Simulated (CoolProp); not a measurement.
Vapour-liquid equilibrium of hydrogen sulfide (1) + n-hexane (2) at 0.57 MPa; x and y are mole fractions of (1).

Computed with CoolProp (multi-fluid Helmholtz-energy mixture model, Lemmon 2006 and Thol 2019; pair parameters Kunz 2012).

```
x      bubble temperature (°C)  y at the bubble point  dew temperature at overall composition x (°C)  liquid density (mol/L)
-----  -----------------------  ---------------------  ---------------------------------------------  ----------------------
0.05                     103.9                  0.503                                          133.5                   6.651
0.125                     51.5                  0.898                                          129.2                   7.385
0.2                       23.0                  0.968                                          124.7                   7.966
0.275                        ?                  0.984                                          120.0                   8.519
0.35                       2.0                  0.989                                          115.1                   9.146
0.425                     -2.3                  0.992                                          109.9                   9.897
0.5                       -5.3                  0.993                                          104.2                   10.81
0.575                     -7.6                      ?                                              ?                   11.94
0.65                      -9.6                  0.995                                           90.7                   13.32
0.725                    -11.5                  0.996                                           82.2                   15.04
0.8                      -13.3                      ?                                              ?                   17.16
0.875                    -15.3                  0.998                                           57.3                   19.79
0.95                     -17.3                  0.999                                           33.1                   23.04
```

### Question
Complete the blanks.

### Answer

- 0.275, bubble temperature (°C): 9.3
- 0.575, y at the bubble point: 0.994
- 0.575, dew temperature at overall composition x (°C): 97.9
- 0.8, y at the bubble point: 0.997
- 0.8, dew temperature at overall composition x (°C): 71.6

No azeotrope shows between x = 0.05 and 0.95.

The pair parameters rest on a limited set of measurements; away from them the model extrapolates. The gap from Raoult's law changes sign with composition, which may be real or a fault of the pair parameters; it wasn't checked against measurements. With so large a gap from Raoult's law the liquid may split in two, which this calculation doesn't test in full.
